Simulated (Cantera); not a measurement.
## NO annealing gas

An isothermal, constant-pressure homogeneous reactor starts with 87.7 % NO, 12.3 % N2, at 1975 K and 47.3 Torr.

Computed with Cantera and GRI-Mech 3.0 (53 species, 325 reactions).

| t (s) | x NO | x NO2 | x N2 | x O | x O2 | x N2O |
|---|---|---|---|---|---|---|
| 1.00e-5 | 0.877 | 7.28e-10 | 0.123 | 4.68e-7 | 1.75e-10 | 4.68e-7 |
| 3.05e-5 | 0.877 | 6.72e-9 | 0.123 | 1.43e-6 | 1.63e-9 | 1.43e-6 |
| 9.32e-5 | 0.877 | 6.10e-8 | 0.123 | 4.33e-6 | 1.50e-8 | 4.34e-6 |
| 0.000285 | 0.877 | 5.35e-7 | 0.123 | 1.30e-5 | 1.40e-7 | 1.31e-5 |
| 0.000869 | 0.877 | 4.17e-6 | 0.123 | 3.86e-5 | 1.33e-6 | 3.84e-5 |
| 0.00265 | 0.877 | 2.38e-5 | 0.123 | 0.000112 | 1.49e-5 | 0.000104 |
| 0.00809 | 0.876 | 6.48e-5 | 0.123 | 0.000264 | 0.000189 | 0.000223 |
| 0.0247 | 0.874 | 8.04e-5 | 0.124 | 0.000334 | 0.00122 | 0.000299 |
| 0.0754 | 0.867 | 9.11e-5 | 0.128 | 0.000363 | 0.00469 | 0.000296 |
| 0.230 | 0.845 | 0.000118 | 0.138 | 0.000432 | 0.0155 | 0.000273 |
| 0.703 | 0.778 | 0.000170 | 0.172 | 0.000594 | 0.0492 | 0.000217 |
| 2.15 | 0.584 | 0.000216 | 0.269 | 0.000898 | 0.146 | 0.000110 |
| 6.55 | 0.231 | 0.000128 | 0.445 | 0.00127 | 0.322 | 1.53e-5 |
| 20.0 | 0.0342 | 2.18e-5 | 0.544 | 0.00143 | 0.420 | 3.98e-7 |
x: mole fraction; the columns are a selection and need not sum to one.

Equilibrium at this temperature and pressure: NO 0.00866, NO2 5.61e-6, N2 0.557, O 0.00145, O2 0.433, N2O 1.03e-7 (gas phase only).
